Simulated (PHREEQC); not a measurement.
## Leach liquor: speciation

Make-up at 20 °C: 0.098 mol H2SO4 and 0.17 mol NiSO4 per kg of water. Closed to the air; pH follows from the charge balance.

Computed with PHREEQC (ion-association model, wateq4f.dat).

This is a speciation only: nothing precipitates in the calculation.

Problem. Predict the pH, activity of water, ionic strength.

Solution. pH 1.23; activity of water 0.993; ionic strength 0.435 mol/kgw.

Problem. In which forms is S present?

Solution. HSO4- 45 %, NiSO4 28 %, SO4-2 27 % of the S.
